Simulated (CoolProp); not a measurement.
Vapour-liquid equilibrium of propylene (1) + R142b (2) at 82.1 kPa; x and y are mole fractions of (1).

The numbers come from the multi-fluid Helmholtz-energy mixture model, Lemmon 2013 and Lemmon 2006; pair parameters Bell 2016 in CoolProp.

Give the bubble temperature and the first vapour's composition at x = 0.2, 0.65, 0.95. Is there an azeotrope?

x = 0.2: -30.0 °C, y = 0.602; x = 0.65: -46.0 °C, y = 0.913; x = 0.95: -51.3 °C, y = 0.988. No azeotrope shows between x = 0.05 and 0.95.

The pair parameters rest on a limited set of measurements; away from them the model extrapolates.
